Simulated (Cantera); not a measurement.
Cantera with NASA thermochemical tables; ideal gases at 1 bar, condensed phases pure. Values are per mole of reaction as written; species without (g) are pure solids or liquids, kept so even where they would boil at 1 bar.

H2(g) + 2 BaO = Ba(OH)2 + Ba, with ΔH° = 149.9 kJ and ΔS° = -105.3 J/K at 300 K.

How far is the shortcut ΔG° ≈ ΔH°(300 K) − T·ΔS°(300 K) from the full temperature-dependent value at 1598, 1623, 1648, 1673, 1698, 1723, 1748, 1773, 1798, 1823 K?


```
T (K)  shortcut (kJ)  full (kJ)  difference (kJ)  difference in log10 K           condensed phases
-----  -------------  ---------  ---------------  ---------------------  -------------------------
1598           318.2      261.3             56.9                  -1.86  BaO(s), Ba(OH)2(l), Ba(l)
1623           320.9      262.1             58.8                  -1.89  BaO(s), Ba(OH)2(l), Ba(l)
1648           323.5      262.9             60.6                  -1.92  BaO(s), Ba(OH)2(l), Ba(l)
1673           326.1      263.6             62.5                  -1.95  BaO(s), Ba(OH)2(l), Ba(l)
1698           328.8      264.4             64.4                  -1.98  BaO(s), Ba(OH)2(l), Ba(l)
1723           331.4      265.1             66.3                  -2.01  BaO(s), Ba(OH)2(l), Ba(l)
1748           334.0      265.9             68.1                  -2.04  BaO(s), Ba(OH)2(l), Ba(l)
1773           336.7      266.6             70.0                  -2.06  BaO(s), Ba(OH)2(l), Ba(l)
1798           339.3      267.3             72.0                  -2.09  BaO(s), Ba(OH)2(l), Ba(l)
1823           341.9      268.1             73.9                  -2.12  BaO(s), Ba(OH)2(l), Ba(l)
```
The shortcut ignores heat capacities and the phase changes listed.
